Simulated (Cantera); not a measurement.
**Low-pressure radical oxidation in H2/O2**

A perfectly stirred reactor is fed with 20.6 % H₂, 79.4 % O₂, equivalence ratio 0.13, at 20.0 Torr; it is held at 1150 K, and followed from long to short residence time.

Detailed kinetics in Cantera: GRI-Mech 3.0 (53 species, 325 reactions). Radical loss at walls, strong at low pressure, is not modelled. The temperature is held fixed by assumption; the heat of reaction is taken as removed at once.

```
τ (s)        x H₂   x O₂      x OH    x HO₂       x O       x H  x H₂O
-------  --------  -----  --------  -------  --------  --------  -----
12        9.49e-5  0.770  0.000487  2.31e-6  0.000189   1.05e-5  0.230
4.4      0.000182  0.769  0.000682  3.85e-6  0.000370   2.89e-5  0.229
1.6      0.000348  0.769  0.000958  6.10e-6  0.000727   7.96e-5  0.229
0.55     0.000682  0.768   0.00138  9.23e-6   0.00147  0.000231  0.228
0.19      0.00131  0.766   0.00198  1.29e-5   0.00293  0.000664  0.227
0.069     0.00242  0.763   0.00282  1.64e-5   0.00556   0.00180  0.224
0.024     0.00453  0.758   0.00406  1.96e-5    0.0106   0.00494  0.218
0.0086    0.00818  0.748   0.00569  2.15e-5    0.0187    0.0125  0.207
0.0030     0.0147  0.732   0.00768  2.17e-5    0.0303    0.0282  0.187
0.0011     0.0256  0.718   0.00955  2.03e-5    0.0396    0.0479  0.159
0.00038    0.0487  0.716    0.0110  1.80e-5    0.0393    0.0593  0.125
```
x: mole fraction; the columns are a selection and need not sum to one.
